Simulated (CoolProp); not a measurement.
R1234ze(E) along the isobar 0.936 MPa: fugacity coefficient from the reference equation and from simpler models built on Tc = 109.4 °C, pc = 3.635 MPa, ω = 0.313; each cubic takes its own stable root.

Computed with CoolProp (reference Helmholtz-energy equation of state, Thol 2016).

```csv
T (°C),phase,reference
-97.45,liquid,0.0005392
-73.25,liquid,0.004804
-49.05,liquid,0.02429
-24.95,liquid,0.08303
-0.75,liquid,0.2165
23.45,liquid,0.4603
71.85,gas,0.8720
```

Problem. How far does each simpler model (van der Waals, Soave-Redlich-Kwong) lie from the reference over these 7 states: mean and median of the absolute difference, and the worst?

Solution. 
- van der Waals: mean 2333.4 %, median 478.8 %, worst +11495.0 % at -97.45 °C and 0.936 MPa
- Soave-Redlich-Kwong: mean 1.0 %, median 1.0 %, worst +2.2 % at 23.45 °C and 0.936 MPa

At some of these states van der Waals gives the other phase, because its saturation line lies elsewhere.
